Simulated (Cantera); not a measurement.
**Stirred combustor or abatement burner**

A perfectly stirred reactor is fed with 22.1 % H2, 15.0 % O2, 56.2 % N2, 6.64 % H2O, equivalence ratio 0.74, at 9.87 atm; it is adiabatic with a 600 K inlet, and is followed from long to short residence time, starting on the burning branch (τ in s: 0.063, 0.037, 0.022, 0.013, 0.0073, 0.0043, 0.0025, 0.0015, 0.00086, 0.0005, 0.00029, 0.00017, 0.0001).

Computed with Cantera and GRI-Mech 3.0 (53 species, 325 reactions). The hydrogen kinetics of GRI-Mech 3.0 are dated; newer H2 mechanisms differ, most at raised pressure.

```
τ (s)    T (K)      x H2    x O2  x H2O   x H2O2    x HO2
-------  -----  --------  ------  -----  -------  -------
0.063     2187  0.000537  0.0421  0.321  6.87e-7  5.45e-6
0.037     2188  0.000548  0.0424  0.321  6.95e-7  5.54e-6
0.022     2189  0.000565  0.0427  0.321  7.03e-7  5.64e-6
0.013     2189  0.000592  0.0428  0.321  7.14e-7  5.77e-6
0.0073    2189  0.000641  0.0430  0.321  7.30e-7  5.98e-6
0.0043    2188  0.000714  0.0430  0.321  7.54e-7  6.30e-6
0.0025    2187  0.000834  0.0431  0.321  7.92e-7  6.82e-6
0.0015    2185   0.00101  0.0431  0.320  8.48e-7  7.61e-6
0.00086   2181   0.00130  0.0432  0.320  9.38e-7  9.00e-6
0.00050   2176   0.00173  0.0432  0.319  1.07e-6  1.11e-5
0.00029   2168   0.00234  0.0433  0.318  1.24e-6  1.45e-5
0.00017   2158   0.00320  0.0435  0.316  1.47e-6  1.94e-5
0.00010   2145   0.00437  0.0438  0.314  1.75e-6  2.65e-5
```
x: mole fraction; the columns are a selection and need not sum to one.
